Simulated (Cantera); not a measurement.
## Ignition delay

Mixture: CO : H2 : O2 : N2 = 1 : 0.16 : 1.05 : 3.8 (molar parts), at 1000000 Pa, adiabatic and at constant pressure. Ignition delay is the time to a rise of 400 K.

Computed with Cantera and GRI-Mech 3.0 (53 species, 325 reactions). The hydrogen kinetics of GRI-Mech 3.0 are dated; newer H2 mechanisms differ, most at raised pressure. Where the delays flatten at high temperature, the 400 K rule measures the pace of heat release, not the induction time.

```tsv
T0 (K)	delay (ms)
1100	0.502
1175	0.0927
1250	0.0244
1325	0.0120
1400	0.00792
1475	0.00604
1550	0.00500
1625	0.00436
1700	0.00395
```
